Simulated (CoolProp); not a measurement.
Vapour-liquid equilibrium of hydrogen sulfide (1) + propane (2) at 223.9 K; x and y are mole fractions of (1).

Values from CoolProp's multi-fluid Helmholtz-energy mixture model, Lemmon 2006 and Lemmon 2009; pair parameters Kunz 2012.

```
x     bubble pressure (MPa)  y at the bubble point  dew pressure at overall composition x (MPa)  liquid density (mol/L)
----  ---------------------  ---------------------  -------------------------------------------  ----------------------
0.05                 0.1002                  0.297                                      0.07665                   13.63
0.15                 0.1378                  0.525                                      0.08477                   14.28
0.25                 0.1602                  0.618                                      0.09472                   15.08
0.35                 0.1733                  0.668                                       0.1071                   16.04
0.45                 0.1809                  0.699                                       0.1230                   17.19
0.55                 0.1854                  0.722                                       0.1433                   18.54
0.65                 0.1882                  0.743                                       0.1686                   20.11
0.75                 0.1897                  0.769                                       0.1888                   21.91
0.85                 0.1889                  0.813                                       0.1865                   23.93
0.95                 0.1816                  0.907                                       0.1772                   26.13
```

y crosses x between x = 0.75 and 0.85: the model has an azeotrope there.

The pair parameters rest on a limited set of measurements; away from them the model extrapolates. With so large a gap from Raoult's law the liquid may split in two, which this calculation doesn't test in full.
